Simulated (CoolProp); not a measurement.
Vapour-liquid equilibrium of isohexane (1) + n-heptane (2) at 0.0277 MPa; x and y are mole fractions of (1).

Model: multi-fluid Helmholtz-energy mixture model, Lemmon 2006 and Span 2003; pair parameters Bell 2016, in CoolProp.

```json
[
 {"x": "0.05", "bubble temperature (K)": "329.6", "y at the bubble point": "0.160", "dew temperature at overall composition x (K)": "331.9", "liquid density (mol/L)": "6.543"},
 {"x": "0.125", "bubble temperature (K)": "325.3", "y at the bubble point": "0.345", "dew temperature at overall composition x (K)": "330.3", "liquid density (mol/L)": "6.629"},
 {"x": "0.2", "bubble temperature (K)": "321.5", "y at the bubble point": "0.485", "dew temperature at overall composition x (K)": "328.7", "liquid density (mol/L)": "6.712"},
 {"x": "0.275", "bubble temperature (K)": "318.1", "y at the bubble point": "0.593", "dew temperature at overall composition x (K)": "327.0", "liquid density (mol/L)": "6.792"},
 {"x": "0.35", "bubble temperature (K)": "315.2", "y at the bubble point": "0.678", "dew temperature at overall composition x (K)": "325.2", "liquid density (mol/L)": "6.871"},
 {"x": "0.425", "bubble temperature (K)": "312.5", "y at the bubble point": "0.747", "dew temperature at overall composition x (K)": "323.2", "liquid density (mol/L)": "6.949"},
 {"x": "0.5", "bubble temperature (K)": "310.0", "y at the bubble point": "0.802", "dew temperature at overall composition x (K)": "321.1", "liquid density (mol/L)": "7.026"},
 {"x": "0.575", "bubble temperature (K)": "307.7", "y at the bubble point": "0.848", "dew temperature at overall composition x (K)": "318.7", "liquid density (mol/L)": "7.102"},
 {"x": "0.65", "bubble temperature (K)": "305.6", "y at the bubble point": "0.886", "dew temperature at overall composition x (K)": "316.2", "liquid density (mol/L)": "7.178"},
 {"x": "0.725", "bubble temperature (K)": "303.7", "y at the bubble point": "0.919", "dew temperature at overall composition x (K)": "313.3", "liquid density (mol/L)": "7.254"},
 {"x": "0.8", "bubble temperature (K)": "301.9", "y at the bubble point": "0.946", "dew temperature at overall composition x (K)": "310.1", "liquid density (mol/L)": "7.329"},
 {"x": "0.875", "bubble temperature (K)": "300.2", "y at the bubble point": "0.969", "dew temperature at overall composition x (K)": "306.3", "liquid density (mol/L)": "7.405"},
 {"x": "0.95", "bubble temperature (K)": "298.7", "y at the bubble point": "0.988", "dew temperature at overall composition x (K)": "301.6", "liquid density (mol/L)": "7.480"}
]
```

No azeotrope shows between x = 0.05 and 0.95.

The pair parameters rest on a limited set of measurements; away from them the model extrapolates.
